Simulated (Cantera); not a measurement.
Charge: 1 mol SiH₄, 0.33 mol N₂.

These are equilibrium values from Cantera (NASA tables, ideal gas, pure condensed phases), not measurements of a reactor. Candidate condensed phases: Si, Si₃N₄; 18 gas species. Mutual solubility and eutectic melting of coexisting phases are not modelled. Equilibrium is a limit: real reactors are often held back by kinetics, nucleation or transport.

Task: What condenses at these points (T in K, P in Pa): (1775, 410); (1950, 5); (1825, 410); (1875, 100000); (1975, 3700); (1775, 1200)?

Result: 
```
T (K)  P in Pa  condensed phases  Si condensed (%)
-----  -------  ----------------  ----------------
1775       410                Si              99.9
1950         5          gas only               0.0
1825       410                Si              99.7
1875    100000        Si + Si₃N₄             100.0
1975      3700                Si              99.7
1775      1200                Si              99.9
```
